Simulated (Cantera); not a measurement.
Charge: 1 mol CaO, 6.5 mol HBr, 50 mol N2, held at 133 Pa.

Equilibrium computed with Cantera from the NASA thermochemical tables; the gas is ideal and each condensed phase is pure. Candidate condensed phases: Br2, Ca, CaBr2, CaO, Ca(OH)2, H2O; 34 gas species. The numbers say what is thermodynamically allowed, not how fast it happens.

Which condensed phases are stable at each of these points (T (K)): 1000, 1075, 1150, 1225, 1300, 1375, 1450, 1525, 1600, 1675, 1750, 1825, 1900?


```json
[
 {"T (K)": "1000", "condensed phases": "CaBr2(s)", "Ca condensed (%)": "98.3"},
 {"T (K)": "1075", "condensed phases": "CaBr2(l)", "Ca condensed (%)": "84.6"},
 {"T (K)": "1150", "condensed phases": "CaBr2(l)", "Ca condensed (%)": "3.2"},
 {"T (K)": "1225", "condensed phases": "gas only", "Ca condensed (%)": "0.0"},
 {"T (K)": "1300", "condensed phases": "gas only", "Ca condensed (%)": "0.0"},
 {"T (K)": "1375", "condensed phases": "gas only", "Ca condensed (%)": "0.0"},
 {"T (K)": "1450", "condensed phases": "gas only", "Ca condensed (%)": "0.0"},
 {"T (K)": "1525", "condensed phases": "gas only", "Ca condensed (%)": "0.0"},
 {"T (K)": "1600", "condensed phases": "gas only", "Ca condensed (%)": "0.0"},
 {"T (K)": "1675", "condensed phases": "gas only", "Ca condensed (%)": "0.0"},
 {"T (K)": "1750", "condensed phases": "gas only", "Ca condensed (%)": "0.0"},
 {"T (K)": "1825", "condensed phases": "gas only", "Ca condensed (%)": "0.0"},
 {"T (K)": "1900", "condensed phases": "gas only", "Ca condensed (%)": "0.0"}
]
```

At 1000 K the condensed part is CaBr2(s). From 1075 K to 1150 K the condensed part is CaBr2(l). From 1225 K to 1900 K nothing is condensed.
